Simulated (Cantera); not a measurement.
Input: 1 mol Si, 0.53 mol H₂, held at 930000 Pa.

Method: chemical equilibrium by Gibbs-energy minimisation in Cantera with the NASA 1993 tables (ideal gas, pure condensed phases). Candidate condensed phases: Si; 9 gas species. Equilibrium is a limit: real reactors are often held back by kinetics, nucleation or transport. All values below are at 948 K.

Base state: H₂ 1.000 (mole fractions); condensed: Si(s).

What changes in the equilibrium state with this change: Si replaced by SiCl₄?


```
species     before     after
----------  ------  --------
SiCl₄            0     0.624
H₂           1.000     0.316
HCl              0    0.0300
SiHCl₃           0    0.0296
SiCl₃            0  0.000148
SiH₂Cl₂          0  0.000142
Si(s), mol   1.000         0
```
The tables' values for SiCl₃ are old estimates; treat these amounts as uncertain.
